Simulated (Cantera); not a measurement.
A freely propagating, adiabatic, planar premixed flame of H2 : O2 : N2 = 1 : 0.357 : 1.25 (molar parts), equivalence ratio 1.4, unburnt at 675 K and 3.70 bar; mixture-averaged transport, grid criteria slope 0.08 and curve 0.16, no radiation.

Computed with Cantera and the H2/O2 subset of GRI-Mech 3.0, which has no nitrogen chemistry. The hydrogen kinetics of GRI-Mech 3.0 are dated; newer H2 mechanisms differ, most at raised pressure. Burning velocities carry a grid error of a few per cent, more on coarse grids.

Question: How do the results move with these cheaper or finer settings: unity-Lewis-number transport; multicomponent transport; multicomponent+Soret transport; grid criteria slope 0.5, curve 1; grid criteria slope 0.25, curve 0.5; grid criteria slope 0.03, curve 0.06?

Answer: 
```json
[
 {"setting": "as above", "laminar burning velocity": "1210 cm/s", "thermal thickness": "0.0872 mm", "peak x(O)": "0.00773", "peak x(H)": "0.0703", "grid points": "126"},
 {"setting": "unity-Lewis-number transport", "laminar burning velocity": "784 cm/s", "thermal thickness": "0.0732 mm", "peak x(O)": "0.00719", "peak x(H)": "0.0738", "grid points": "117"},
 {"setting": "multicomponent transport", "laminar burning velocity": "1190 cm/s", "thermal thickness": "0.0872 mm", "peak x(O)": "0.00765", "peak x(H)": "0.0701", "grid points": "126"},
 {"setting": "multicomponent+Soret transport", "laminar burning velocity": "1130 cm/s", "thermal thickness": "0.0856 mm", "peak x(O)": "0.00764", "peak x(H)": "0.0687", "grid points": "126"},
 {"setting": "grid criteria slope 0.5, curve 1", "laminar burning velocity": "1360 cm/s", "thermal thickness": "0.111 mm", "peak x(O)": "0.00770", "peak x(H)": "0.0716", "grid points": "45"},
 {"setting": "grid criteria slope 0.25, curve 0.5", "laminar burning velocity": "1260 cm/s", "thermal thickness": "0.0964 mm", "peak x(O)": "0.00764", "peak x(H)": "0.0712", "grid points": "61"},
 {"setting": "grid criteria slope 0.03, curve 0.06", "laminar burning velocity": "1190 cm/s", "thermal thickness": "0.0846 mm", "peak x(O)": "0.00771", "peak x(H)": "0.0701", "grid points": "282"}
]
```
Unity Lewis numbers drop preferential diffusion, which matters most where H2 and H carry the flame; Soret adds thermal diffusion.
